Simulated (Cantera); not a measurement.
Feed: 1 mol Si, 2.3 mol NF3, held at 13.3 mbar.

Cantera equilibrium calculation (NASA polynomials, part measured and part estimated; ideal gas, pure solids and liquids). Candidate condensed phases: Si, Si3N4; 16 gas species. Equilibrium is a limit: real reactors are often held back by kinetics, nucleation or transport.

x: gas mole fraction; nothing condenses.

```json
[
 {"T (K)": "548", "x F": "1.75e-5", "x SiF4": "0.379", "x NF3": "0.363", "x N2": "0.254", "x F2": "0.00449", "x NF2": "3.60e-10", "x SiF3": "<1e-12"},
 {"T (K)": "748", "x F": "0.0165", "x SiF4": "0.301", "x NF3": "0.0913", "x N2": "0.300", "x F2": "0.291", "x NF2": "1.87e-7", "x SiF3": "<1e-12"},
 {"T (K)": "948", "x F": "0.239", "x SiF4": "0.245", "x NF3": "0.000767", "x N2": "0.281", "x F2": "0.234", "x NF2": "4.66e-7", "x SiF3": "<1e-12"},
 {"T (K)": "1148", "x F": "0.531", "x SiF4": "0.204", "x NF3": "(withheld)", "x N2": "0.235", "x F2": "(withheld)", "x NF2": "(withheld)", "x SiF3": "<1e-12"},
 {"T (K)": "1348", "x F": "0.570", "x SiF4": "0.199", "x NF3": "6.66e-9", "x N2": "0.228", "x F2": "0.00264", "x NF2": "1.75e-8", "x SiF3": "<1e-12"},
 {"T (K)": "1548", "x F": "0.574", "x SiF4": "0.198", "x NF3": "(withheld)", "x N2": "0.228", "x F2": "(withheld)", "x NF2": "(withheld)", "x SiF3": "1.84e-11"},
 {"T (K)": "1748", "x F": "0.574", "x SiF4": "0.198", "x NF3": "3.19e-12", "x N2": "0.228", "x F2": "8.80e-5", "x NF2": "1.21e-9", "x SiF3": "4.11e-9"}
]
```

What belongs in the gaps?


- 1148, x NF3: 1.88e-6
- 1148, x F2: 0.0302
- 1148, x NF2: 1.18e-7
- 1548, x NF3: 8.92e-11
- 1548, x F2: 0.000390
- 1548, x NF2: 3.89e-9
